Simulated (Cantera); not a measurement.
A closed system holds: 1 mol BN, a varied amount of H2O, held at 1600 °C and 240 Torr.

Equilibrium computed with Cantera from the NASA thermochemical tables; the gas is ideal and each condensed phase is pure. Candidate condensed phases: B, BN, B2O3, B3O3H3, H2O; 39 gas species. Mutual solubility and eutectic melting of coexisting phases are not modelled. Rates play no part.

x: gas mole fraction; n: condensed amount in mol.

```tsv
n(H2O) (mol)	x H2	x H2O	x N2	x HBO2	x HBO	x B2O3	x B2O2	n BN(s)	n B2O3(l)
1.1	0.671	0.00190	0.236	0.0253	0.0309	0.0283	0.00476	0.260	0.273
1.8	[?]	[?]	[?]	[?]	[?]	0.0283	[?]	0	[?]
2.4	0.440	0.153	0.148	0.227	0.00226	0.0283	3.87e-5	0	0.0152
3.1	0.364	0.283	0.122	0.215	0.000961	0.0138	8.45e-6	0	0
3.8	0.312	0.383	0.104	0.191	0.000540	0.00806	3.12e-6	0	0
4.5	[?]	[?]	[?]	[?]	[?]	[?]	[?]	0	0
5.2	0.241	0.520	0.0806	0.153	0.000247	0.00381	8.42e-7	0	0
5.9	0.217	0.568	0.0724	0.139	0.000184	0.00286	5.21e-7	0	0
```

Problem. Complete the blanks.

Solution. 
- 1.8, x H2: 0.582
- 1.8, x H2O: 0.0533
- 1.8, x N2: 0.196
- 1.8, x HBO2: 0.134
- 1.8, x HBO: 0.00507
- 1.8, x B2O2: 0.000147
- 1.8, n B2O3(l): 0.250
- 4.5, x H2: 0.272
- 4.5, x H2O: 0.460
- 4.5, x N2: 0.0909
- 4.5, x HBO2: 0.171
- 4.5, x HBO: 0.000350
- 4.5, x B2O3: 0.00534
- 4.5, x B2O2: 1.50e-6
